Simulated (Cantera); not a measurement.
A Cantera script and what it prints.

```python
import numpy as np
import cantera as ct

gas_names = """
    Cu CuF CuF2 Cu2 F F2 H HF H2 H2F2 H3F3 H4F4 H5F5 H6F6 H7F7
""".split()
cond_names = """
    Cu(cr) Cu(L) CuF2(s) CuF2(L)
""".split()


# ... load() reads the species with a 1 bar reference pressure and builds the phases ...
atoms = {
    'Cu': {'Cu': 1},
    'HF': {'H': 1, 'F': 1},
}
top_T = {}  # K; cautious upper limits of use, not melting points


# ... equilibrate(T, P, feed) seeds the gas with the atoms and calls Mixture.equilibrate('TP', solver="vcs", rtol=1e-11, max_steps=5000) ...
results = []
feed = {'Cu': 1, 'HF': 17}  # mol
P = 1333.22  # Pa
for T in [900, 1000, 1100, 1200, 1300, 1400, 1500]:
    mix = equilibrate(T, P, feed)
    results.append((T, P, feed, dict(zip(mix.species_names, mix.species_moles))))

top = {s: max(r[3][s] / sum(r[3][g] for g in gas_names) for r in results) for s in gas_names}
cols = sorted((s for s in top if top[s] > 1e-06), key=lambda s: -top[s])[:5]
seen = [c for c in cond_names if any(r[3].get(c, 0) > 1e-12 for r in results)]
print("log10 of partial pressures in bar; condensed amounts in mol")
print(f"{'T/K':>10s}" + "".join(f"{s[:9]:>10s}" for s in cols + seen))
for T, P, feed, n in results:
    ng = sum(n[g] for g in gas_names)
    print(f"{T:10.4g}" + "".join(f"{np.log10(max(n[s] / ng * P / 1e5, 1e-99)):10.3f}" for s in cols)
          + "".join(f"{n.get(c, 0):10.4g}" for c in seen))
```

Result:

```
log10 of partial pressures in bar; condensed amounts in mol
       T/K        HF       CuF        H2        Cu         H    Cu(cr)     Cu(L)
       900    -1.875    -8.332    -8.627   -12.744   -14.245         1         0
      1000    -1.875    -7.338    -7.636   -10.807   -12.462    0.9999         0
      1100    -1.875    -6.527    -6.826    -9.225   -11.001    0.9996         0
      1200    -1.875    -5.853    -6.153    -7.911    -9.781    0.9982         0
      1300    -1.875    -5.285    -5.586    -6.802    -8.749    0.9932         0
      1400    -1.876    -4.810    -5.112    -5.870    -7.869         0    0.9785
      1500    -1.877    -4.414    -4.716    -5.085    -7.112         0    0.9403
```

These are equilibrium values from Cantera (NASA tables, ideal gas, pure condensed phases), not measurements of a reactor.
